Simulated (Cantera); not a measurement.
A closed system holds: 1 mol MgO, 14 mol Cl₂, 0.32 mol O₂, held at 1700 K and 1.00 Pa.

These are equilibrium values from Cantera (NASA tables, ideal gas, pure condensed phases), not measurements of a reactor. Candidate condensed phases: Mg, MgCl₂, MgO; 11 gas species. Rates play no part.

Base state: Cl 0.933, MgCl₂ 0.0359, O₂ 0.0283, O 0.00238, Cl₂ 0.000236, MgCl 2.70e-5, Mg 2.49e-5 (mole fractions); condensed: gas only.

Question: What changes in the equilibrium state with this change: pressure from 1.00 Pa to 5.60 mbar?

Answer: 
```
species    before     after
-------  --------  --------
Cl          0.933     0.825
Cl₂      0.000236     0.103
MgCl₂      0.0359    0.0397
O₂         0.0283    0.0324
Mg        2.49e-5     <1e-9
MgCl      2.70e-5   6.05e-8
ClO       9.72e-6  0.000217
```

Question: What changes in the equilibrium state with this change: temperature from 1700 K to 1475 K?

Answer: 
```csv
species,before,after
Cl,0.933,0.931
MgCl₂,0.0359,0.0361
O₂,0.0283,0.0295
Cl₂,0.000236,0.00357
O,0.00238,0.000156
Mg,2.49e-5,5.13e-9
MgCl,2.70e-5,1.75e-7
ClO,9.72e-6,1.28e-5
```

Question: What changes in the equilibrium state with this change: O₂ from 0.32 to 0.91 mol?

Answer: 
| species | before | after |
|---|---|---|
| Cl | 0.933 | 0.914 |
| O₂ | 0.0283 | 0.0480 |
| MgCl₂ | 0.0359 | 0.0351 |
| O | 0.00238 | 0.00310 |
| ClO | 9.72e-6 | 1.24e-5 |
| Cl₂ | 0.000236 | 0.000226 |
| Mg | 2.49e-5 | 2.54e-5 |
